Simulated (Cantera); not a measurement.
A Cantera script and what it prints.

```python
import numpy as np
import cantera as ct

gas_names = [...]  # 91 gases of nasa_gas.yaml made of C, Cl, H
cond_names = """
    C(gr) C6H6(L) C7H8(L) C8H18(L),n-octa
""".split()


# ... load() reads the species with a 1 bar reference pressure and builds the phases ...
atoms = {
    'CH3Cl': {'C': 1, 'H': 3, 'CL': 1},
    'H2': {'H': 2},
}
top_T = {'C(gr)': 4500}  # K; cautious upper limits of use, not melting points


# ... equilibrate(T, P, feed) seeds the gas with the atoms and calls Mixture.equilibrate('TP', solver="vcs", rtol=1e-11, max_steps=5000) ...
results = []
feed = {'CH3Cl': 1, 'H2': 3.6}  # mol
P = 5.1  # Pa
for T in [2423, 2448, 2473, 2498, 2523, 2548, 2573, 2598, 2623, 2648, 2673, 2698, 2723]:
    mix = equilibrate(T, P, feed)
    results.append((T, P, feed, dict(zip(mix.species_names, mix.species_moles))))

top = {s: max(r[3][s] / sum(r[3][g] for g in gas_names) for r in results) for s in gas_names}
cols = sorted((s for s in top if top[s] > 1e-06), key=lambda s: -top[s])[:9]
seen = [c for c in cond_names if any(r[3].get(c, 0) > 1e-12 for r in results)]
print("log10 of partial pressures in bar; condensed amounts in mol")
print(f"{'T/K':>10s}" + "".join(f"{s[:9]:>10s}" for s in cols + seen))
for T, P, feed, n in results:
    ng = sum(n[g] for g in gas_names)
    print(f"{T:10.4g}" + "".join(f"{np.log10(max(n[s] / ng * P / 1e5, 1e-99)):10.3f}" for s in cols)
          + "".join(f"{n.get(c, 0):10.4g}" for c in seen))
```

It prints:

```
log10 of partial pressures in bar; condensed amounts in mol
       T/K         H        H2        CL        C3         C       HCL        C2       C2H C2H2,acet     C(gr)
      2423    -4.393    -5.284    -5.367    -6.841    -7.253    -6.110    -7.883    -7.722    -7.395    0.8746
      2448    -4.384    -5.365    -5.363    -6.663    -7.096    -6.196    -7.702    -7.640    -7.428    0.8196
      2473    -4.376    -5.449    -5.361    -6.488    -6.942    -6.284    -7.526    -7.561    -7.465    0.7379
      2498    -4.371    -5.536    -5.360    -6.317    -6.791    -6.373    -7.353    -7.486    -7.505    0.6175
      2523    -4.368    -5.624    -5.360    -6.150    -6.643    -6.464    -7.183    -7.415    -7.548     0.441
      2548    -4.367    -5.715    -5.362    -5.986    -6.498    -6.557    -7.017    -7.347    -7.595    0.1833
      2573    -4.366    -5.805    -5.363    -5.905    -6.382    -6.648    -6.908    -7.335    -7.694         0
      2598    -4.364    -5.889    -5.363    -5.919    -6.300    -6.733    -6.863    -7.382    -7.850         0
      2623    -4.362    -5.972    -5.363    -5.936    -6.220    -6.818    -6.820    -7.432    -8.006         0
      2648    -4.360    -6.056    -5.362    -5.956    -6.143    -6.902    -6.781    -7.483    -8.163         0
      2673    -4.359    -6.138    -5.363    -5.979    -6.069    -6.985    -6.745    -7.536    -8.319         0
      2698    -4.359    -6.220    -5.363    -6.006    -5.997    -7.067    -6.712    -7.591    -8.477         0
      2723    -4.359    -6.301    -5.364    -6.038    -5.929    -7.148    -6.684    -7.650    -8.636         0
```

Method: chemical equilibrium by Gibbs-energy minimisation in Cantera with the NASA 1993 tables (ideal gas, pure condensed phases).
